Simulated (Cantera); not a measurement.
Gas mixture: 14.6 % CO2, 6.15 % C3H8, 47.6 % NH3, 31.7 % CH3OH, at 0.0450 bar, frozen composition.

Cantera's kinetic-theory transport with the Lennard-Jones parameters of GRI-Mech 3.0, ideal gas; thermal conductivity in the multicomponent form. Polar gases are described roughly by these parameters. The composition is frozen, though it would react at the higher temperatures.

One state of this run: ρ (kg/m³) = 0.0247; cp (J/kg/K) = 2108; μ (µPa s) = 21.4; λ (mW/m/K) = 62.4; Pr = 0.721; D (cm²/s) O = 22.2; D (cm²/s) CO2 = 11.0; D (cm²/s) H2 = 52.7. D: mixture-averaged diffusion coefficient of that species in the mixture.

### Question
Which value of T (K) does it belong to?
A) 600
B) 1800
C) 800
D) 1400

### Answer
A, 600
